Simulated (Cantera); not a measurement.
Charge: 1 mol CF4, 0.43 mol CH4, at 0.000180 bar.

Method: chemical equilibrium by Gibbs-energy minimisation in Cantera with the NASA 1993 tables (ideal gas, pure condensed phases). Candidate condensed phases: C, C6H6, C7H8, C8H18; 110 gas species. Ions and electrons are included (thermal ionisation). Equilibrium is a limit: real reactors are often held back by kinetics, nucleation or transport.

### Question
Which condensed phases are stable at each of these points (T (K)): 2500, 3000, 3500, 4000, 4500, 5000?

### Answer
```csv
T (K),condensed phases,C condensed (%)
2500,C(graphite),90.6
3000,gas only,0.0
3500,gas only,0.0
4000,gas only,0.0
4500,gas only,0.0
5000,gas only,0.0
```

At 2500 K the condensed part is C(graphite). From 3000 K to 5000 K nothing is condensed.
